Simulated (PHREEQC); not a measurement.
Model water analysis in mmol/kgw, 25 °C, pH 3.5, pe 8.6: Na 2.25; K 8.74e-05; Ca 1.14; Mg 0.287; Cl 1.35; S(6) 2.14; B 0.000765.

Valence states are taken as typed.

Equilibrium calculation in PHREEQC: ion-association model, phreeqc.dat.

```json
[
 {"quantity": "ionic strength (mol/kgw)", "before": "0.00818", "after": "0.0225"},
 {"quantity": "SO4-2 (mol/kgw)", "before": "0.00187", "after": "0.00519"},
 {"quantity": "Ca+2 (mol/kgw)", "before": "0.000983", "after": "0.00263"},
 {"quantity": "Mg+2 (mol/kgw)", "before": "0.000237", "after": "0.000616"},
 {"quantity": "CaSO4 (mol/kgw)", "before": "0.000157", "after": "0.000785"},
 {"quantity": "MgSO4 (mol/kgw)", "before": "5.00e-5", "after": "0.000245"},
 {"quantity": "SI of Gypsum (CaSO4:2H2O)", "before": "-1.47", "after": "-0.77"},
 {"quantity": "SI of Halite (NaCl)", "before": "-7.17", "after": "-6.27"}
]
```

What was changed between the two runs?
(A) B from 0.000765 to 0.000382 mmol/kgw
(B) all concentrations times 3 at the same typed pH
(C) Na from 2.25 to 4.5 mmol/kgw

B, all concentrations times 3 at the same typed pH

Precipitation was switched off in this run.
